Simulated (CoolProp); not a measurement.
Computed with CoolProp (reference Helmholtz-energy equation of state, Gao 2022).

Question: For n-perfluorohexane, give the phase and the density (kg/m³), cv (kJ/(kg K)), Joule-Thomson coefficient (K/MPa), fugacity coefficient at 359.9 K and 7.48 MPa; 377.9 K and 7.48 MPa; 450 K and 7.48 MPa.

Answer: 
- 359.9 K and 7.48 MPa: liquid; density 1540, cv 0.931, Joule-Thomson coefficient -0.188, fugacity coefficient 0.0513
- 377.9 K and 7.48 MPa: liquid; density 1480, cv 0.951, Joule-Thomson coefficient -0.135, fugacity coefficient 0.0773
- 450 K and 7.48 MPa: supercritical; density 1240, cv 1.02, Joule-Thomson coefficient 0.251, fugacity coefficient 0.245
